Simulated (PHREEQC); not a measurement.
NaOH is added in steps, without added water, to 1 kg of water holding 0.019 mol HNO3, 8.2e-05 mol FeCl3 and 6.9e-05 mol KCl, at 25 °C. Oxygen is held at 0.21 atm. No CO2 enters from the air. Nothing may precipitate in this run.

Base run: PHREEQC, ion-association model, phreeqc.dat. Each further column changes one thing. The table gives Fe+3 (mol/kgw).

```
NaOH added (mol)     base  metal-ligand complexes left out  Debye-Hückel limiting law  database wateq4f.dat  all activity coefficients set to 1
----------------  -------  -------------------------------  -------------------------  --------------------  ----------------------------------
0                 6.63e-5                          6.66e-5                    6.94e-5               6.63e-5                             6.05e-5
0.0033            6.37e-5                          6.40e-5                    6.72e-5               6.37e-5                             5.74e-5
0.0066            6.01e-5                          6.04e-5                    6.41e-5               6.01e-5                             5.31e-5
0.0099            5.48e-5                          5.50e-5                          ?               5.48e-5                             4.70e-5
0.0121            4.95e-5                          4.96e-5                    5.44e-5               4.95e-5                             4.13e-5
0.0154            3.59e-5                          3.59e-5                    4.12e-5               3.59e-5                                   ?
0.0187            4.47e-6                          4.47e-6                    5.74e-6               4.47e-6                                   ?
0.022                   0                                0                          0                     0                                   0
```

### Question
What belongs in the gaps?

### Answer

- 0.0099, Debye-Hückel limiting law: 5.93e-5
- 0.0154, all activity coefficients set to 1: 2.79e-5
- 0.0187, all activity coefficients set to 1: 2.82e-6

In at least one series the solution becomes supersaturated in solids that the run did not let form, among them Fe(OH)3(a). phreeqc.dat and wateq4f.dat share most of their constants, so their agreement is no independent check.
